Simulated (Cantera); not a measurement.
What does this Cantera script print?

```python
import numpy as np
import cantera as ct

gas = ct.Solution("gri30.yaml")
gas.TPX = 1325, 23000, {'CH4': 1, 'CO': 0.15, 'O2': 3.05, 'N2': 11.5, 'H2O': 3.6}
reactor = ct.IdealGasReactor(gas, energy="on", clone=False)
net = ct.ReactorNet([reactor])
net.rtol, net.atol = 1e-08, 1e-16
show = ['CH4', 'CO', 'O2', 'HCN', 'NO']
times = np.geomspace(1e-06, 0.4, 14)

steps = ct.SolutionArray(gas, extra=["t"])
rows = []
print(f"{'t/s':>10s}{'T/K':>9s}{'P/Pa':>11s}" + "".join(f"{s:>11s}" for s in show))
for t in times:
    while net.time < t:
        t_next = net.step()
        steps.append(gas.state, t=t_next)
    rows.append([np.interp(t, steps.t, y) for y in (steps.T, steps.P, *steps(*show).X.T)])
    print(f"{t:10.3e}{rows[-1][0]:9.1f}{rows[-1][1]:11.4g}" + "".join(f"{x:11.3e}" for x in rows[-1][2:]))
rate = np.gradient(steps.T, steps.t)
print("integrator steps:", len(steps.t))
if steps.T.max() > steps.T[0] + 200:
    print(f"time of steepest temperature rise: {steps.t[rate.argmax()]:.4e} s")
gas.TPX = 1325, 23000, {'CH4': 1, 'CO': 0.15, 'O2': 3.05, 'N2': 11.5, 'H2O': 3.6}
gas.equilibrate("UV")
print(f"equilibrium (UV): T = {gas.T:.1f} K  " + "  ".join(f"{s} {gas[s].X[0]:.3e}" for s in show))
```

It prints:

```
       t/s      T/K       P/Pa        CH4         CO         O2        HCN         NO
 1.000e-06   1325.0    2.3e+04  5.181e-02  7.772e-03  1.580e-01  2.331e-25  2.136e-21
 2.697e-06   1325.0    2.3e+04  5.181e-02  7.772e-03  1.580e-01  1.814e-24  1.668e-20
 7.275e-06   1325.0    2.3e+04  5.181e-02  7.772e-03  1.580e-01  1.445e-23  1.257e-19
 1.962e-05   1325.0    2.3e+04  5.181e-02  7.772e-03  1.580e-01  1.199e-22  7.168e-19
 5.293e-05   1325.0    2.3e+04  5.181e-02  7.772e-03  1.580e-01  9.781e-22  2.727e-18
 1.428e-04   1325.0    2.3e+04  5.181e-02  7.772e-03  1.580e-01  7.741e-21  8.920e-18
 3.851e-04   1325.0    2.3e+04  5.181e-02  7.772e-03  1.580e-01  6.346e-20  3.147e-17
 1.039e-03   1325.0    2.3e+04  5.181e-02  7.772e-03  1.580e-01  5.978e-19  1.456e-16
 2.802e-03   1325.0    2.3e+04  5.180e-02  7.771e-03  1.580e-01  7.641e-18  1.049e-15
 7.557e-03   1325.5  2.301e+04  5.168e-02  7.771e-03  1.580e-01  1.907e-16  1.105e-14
 2.038e-02   1332.9  2.314e+04  5.040e-02  7.948e-03  1.571e-01  1.276e-14  1.617e-13
 5.498e-02   2407.8  4.224e+04  6.638e-18  7.785e-03  5.097e-02  5.570e-12  2.960e-03
 1.483e-01   2401.3  4.211e+04  6.502e-18  7.687e-03  4.885e-02  1.039e-11  7.439e-03
 4.000e-01   2400.5   4.21e+04  6.486e-18  7.676e-03  4.859e-02  1.092e-11  7.977e-03
integrator steps: 2060
time of steepest temperature rise: 3.1258e-02 s
equilibrium (UV): T = 2400.5 K  CH4 8.993e-18  CO 7.675e-03  O2 4.859e-02  HCN 1.093e-11  NO 7.978e-03
```

Cantera simulation using GRI-Mech 3.0 (53 species, 325 reactions); the numbers are that mechanism's predictions, not measurements.
